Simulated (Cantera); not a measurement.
Cantera run:

```python
import numpy as np
import cantera as ct

gas_names = """
    C CH CH2 CH3 CH2OH CH3O CH4 CH3OH CO CO2 COOH C2 C2H CHCO,ketyl C2H2,acetylene C2H2,vinylidene
    CH2CO,ketene C2H3,vinyl CH3CO,acetyl C2H4 C2H4O,ethylen CH3CHO,ethanal CH3COOH (HCOOH)2 C2H5 C2H6
    CH3OCH3 C2H5OH C2O C3 C3H3,propargyl C3H4,allene C3H4,propyne C3H4,cyclo- C3H5,allyl C3H6,propylene
    C3H6,cyclo- C3H6O C3H7,n-propyl C3H7,i-propyl C3H8 C3H8O,1propanol C3H8O,2propanol C3O2 C4 C4H2
    C4H4,1,3-cyclo- C4H6,butadiene C4H6,2-butyne C4H6,cyclo- C4H8,1-butene C4H8,cis2-buten
    C4H8,tr2-butene C4H8,isobutene C4H8,cyclo- (CH3COOH)2 C4H9,n-butyl C4H9,i-butyl C4H9,s-butyl
    C4H9,t-butyl C4H10,isobutane C4H10,n-butane C5 C5H6,1,3cyclo- C5H8,cyclo- C5H10,1-pentene
    C5H10,cyclo- C5H11,pentyl C5H11,t-pentyl C5H12,n-pentane C5H12,i-pentane CH3C(CH3)2CH3 C6H2
    C6H5,phenyl C6H5O,phenoxy C6H6 C6H5OH,phenol C6H10,cyclo- C6H12,1-hexene C6H12,cyclo- C6H13,n-hexyl
    C7H7,benzyl C7H8 C7H8O,cresol C7H14,1-heptene C7H15,n-heptyl C7H16,n-heptane C8H8,styrene
    C8H10,ethylbenz C8H16,1-octene C8H17,n-octyl C8H18,isooctane C8H18,n-octane C9H19,n-nonyl
    C10H8,naphthale C10H21,n-decyl C12H9,o-bipheny C12H10,bipheny H HCO HO2 H2 HCHO,formaldehy HCOOH H2O
    H2O2 O OH O2 O3 Si SiC SiC2 SiC4H12 SiH SiH2 SiH3 SiH4 SiO SiO2 Si2 Si2C Si3
""".split()
cond_names = """
    C(gr) C6H6(L) C7H8(L) C8H18(L),n-octa H2O(s) H2O(L) Si(cr) Si(L) SiC(b) SiO2(Lqz) SiO2(hqz) SiO2(L)
""".split()


def load(file, names, dense=False):
    # The tables refer to 1 bar. Condensed volumes are neglected.
    table = {s.name: s for s in ct.Species.list_from_file(file)}
    out = []
    for n in names:
        d = dict(table[n].input_data)
        d["thermo"] = dict(d["thermo"], **{"reference-pressure": 1e5})
        if dense:
            d["equation-of-state"] = {"model": "constant-volume", "density": "1e6 g/cm^3"}
        out.append(ct.Species.from_dict(d))
    return out


gas = ct.Solution(thermo="ideal-gas", species=load("nasa_gas.yaml", gas_names))
cond = {s.name: ct.Solution(thermo="fixed-stoichiometry", species=[s], name=s.name)
        for s in load("nasa_condensed.yaml", cond_names, dense=True)}
atoms = {
    'SiC': {'Si': 1, 'C': 1},
    'CO2': {'C': 1, 'O': 2},
    'H2': {'H': 2},
}
top_T = {'C(gr)': 4500, 'SiC(b)': 3050}  # K; cautious upper limits of use, not melting points


def equilibrate(T, P, feed):
    n = {}
    for name, mol in feed.items():
        for a, k in atoms[name].items():
            n[a] = n.get(a, 0.0) + k * mol
    gas.TPX = T, P, n
    mass = sum(n.values()) * gas.mean_molecular_weight
    gas.equilibrate("TP")
    valid = [c for c in cond.values() if c.min_temp <= T <= top_T.get(c.name, c.max_temp)]
    mix = ct.Mixture([(gas, mass / gas.mean_molecular_weight)] + [(c, 0.0) for c in valid])
    mix.T, mix.P = T, P
    mix.equilibrate("TP", solver="vcs", rtol=1e-11, max_steps=5000)
    return mix


results = []
feed = {'SiC': 1, 'CO2': 0.48, 'H2': 120}  # mol
T = 2175  # K
P = 28  # Pa
mix = equilibrate(T, P, feed)
results.append((T, P, feed, dict(zip(mix.species_names, mix.species_moles))))
print(gas.report(threshold=1e-06))
for i in range(1, mix.n_phases):
    print(f"{mix.phase(i).name:16s} {mix.phase_moles(i):12.5e} mol")
```

It prints:

```
       temperature   2175 K
          pressure   28 Pa
           density   3.3675e-06 kg/m^3
  mean mol. weight   2.1749 kg/kmol
   phase of matter   gas

                          1 kg             1 kmol
                     ---------------   ---------------
          enthalpy        5.1224e+07        1.1141e+08  J
   internal energy        4.2909e+07        9.3323e+07  J
           entropy         1.181e+05        2.5686e+05  J/K
    Gibbs function       -2.0564e+08       -4.4726e+08  J
 heat capacity c_p             14381             31277  J/K
 heat capacity c_v             10558             22963  J/K

                      mass frac. Y      mole frac. X     chem. pot. / RT
                     ---------------   ---------------   ---------------
                 C        1.7472e-05        3.1637e-06           -3.0422
                CO          0.088619         0.0068811           -47.264
               C2H        0.00017149        1.4901e-05           -20.205
    C2H2,acetylene          0.016234          0.001356           -34.325
                C3        6.4429e-05        3.8889e-06           -9.1267
              C4H2         2.343e-05         1.018e-06           -40.409
                 H           0.11588           0.25004            -14.12
                H2           0.68088           0.73455            -28.24
                Si          0.085261         0.0066027           -11.407
              SiC2          0.011422        0.00047675           -17.492
               SiH        0.00058884         4.402e-05           -25.527
              SiH2        1.7252e-05        1.2465e-06           -39.648
               SiO        0.00013359        6.5906e-06           -55.629
              Si2C        0.00065318        2.0836e-05           -25.857
     [ +109 minor]        3.5844e-05        2.3084e-06

C(gr)             0.00000e+00 mol
Si(L)             0.00000e+00 mol
SiC(b)            0.00000e+00 mol
SiO2(L)           0.00000e+00 mol
```

Method: chemical equilibrium by Gibbs-energy minimisation in Cantera with the NASA 1993 tables (ideal gas, pure condensed phases).
